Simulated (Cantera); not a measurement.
Feed: 1 mol CF4, 0.099 mol F2, 2.3 mol H2, at 1.33 mbar.

These are equilibrium values from Cantera (NASA tables, ideal gas, pure condensed phases), not measurements of a reactor. Candidate condensed phases: C, C6H6, C7H8, C8H18; 110 gas species. Ions and electrons are included (thermal ionisation). Rates play no part.

Task: Which condensed phases are stable at each of these points (T (°C)): 1727, 1977, 2227, 2477, 2727, 2977, 3227, 3477, 3727, 3977, 4227, 4477, 4727?

Result: 
| T (°C) | condensed phases | C condensed (%) |
|---|---|---|
| 1727 | C(graphite) | 100.0 |
| 1977 | C(graphite) | 99.9 |
| 2227 | C(graphite) | 99.0 |
| 2477 | C(graphite) | 74.9 |
| 2727 | gas only | 0.0 |
| 2977 | gas only | 0.0 |
| 3227 | gas only | 0.0 |
| 3477 | gas only | 0.0 |
| 3727 | gas only | 0.0 |
| 3977 | gas only | 0.0 |
| 4227 | gas only | 0.0 |
| 4477 | gas only | 0.0 |
| 4727 | gas only | 0.0 |

From 1727 °C to 2477 °C the condensed part is C(graphite). From 2727 °C to 4727 °C nothing is condensed.
